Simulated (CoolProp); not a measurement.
Dimethyl ether at 298.15 K and 0.0772 MPa is compressed adiabatically to 0.489 MPa with isentropic efficiency 0.75. Each further row changes one setting.

Model: reference Helmholtz-energy equation of state, Wu 2011, in CoolProp.

| case | work (kJ/kg) | final temperature (K) | final density (kg/m³) |
|---|---|---|---|
| as stated | 145 | ? | 7.13 |
| efficiency 1 | 109 | ? | ? |
| efficiency 0.65 | ? | ? | ? |

Task: Fill in the missing entries.

Result: 
- as stated, final temperature (K): 393.9
- efficiency 1, final temperature (K): 373.1
- efficiency 1, final density (kg/m³): 7.58
- efficiency 0.65, work (kJ/kg): 167
- efficiency 0.65, final temperature (K): 406.4
- efficiency 0.65, final density (kg/m³): 6.89
